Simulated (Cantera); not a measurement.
Input: 1 mol TEOS, 0.9 mol N2O, 15 mol O2, held at 133 Pa.

Equilibrium computed with Cantera from the NASA thermochemical tables; the gas is ideal and each condensed phase is pure. Candidate condensed phases: C, C6H6, C7H8, C8H18, H2O, Si, SiC, SiO2, Si2N2O, Si3N4; 151 gas species. The feed counts by its element totals alone. The tables hold silica as quartz up to 1696 K and as liquid above; real silica turns to tridymite and cristobalite and melts near 1996 K. Equilibrium is a limit: real reactors are often held back by kinetics, nucleation or transport. All values below are at 1198 K.

Base state: H2O 0.447, CO2 0.358, O2 0.154, N2 0.0402, NO 3.73e-5, OH 2.99e-5 (mole fractions); condensed: SiO2(β-quartz).

What changes in the equilibrium state with this change: N2O from 0.9 to 37 mol?


```csv
species,before,after
N2,0.0402,0.484
O2,0.154,0.281
H2O,0.447,0.131
CO2,0.358,0.105
NO,3.73e-5,0.000175
OH,2.99e-5,1.87e-5
"SiO2(β-quartz), mol",1.00,1.00
```
